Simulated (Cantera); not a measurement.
An isothermal, constant-pressure homogeneous reactor starts with 60.6 % NH3, 39.4 % H2, at 2073 K and 750 Torr.

Computed with Cantera and the gas-phase N/H chemistry of the illustrative SiF4/NH3 mechanism in the Surface Chemkin manual (1991). Walls and surfaces, which speed up NH3 decomposition in real reactors, are not modelled.

One state of this run: x NH3 = 0.333; x H2 = 0.581; x NH = 1.91e-5; x N2 = 0.0846; x N2H2 = 2.44e-6; x H = 0.000485; x N2H4 = 1.79e-7. x: mole fraction; the columns are a selection and need not sum to one.

Which value of t (s) does it belong to?
(A) 0.00949
(B) 0.0949
(C) 0.00300
(D) 0.000300

A, 0.00949
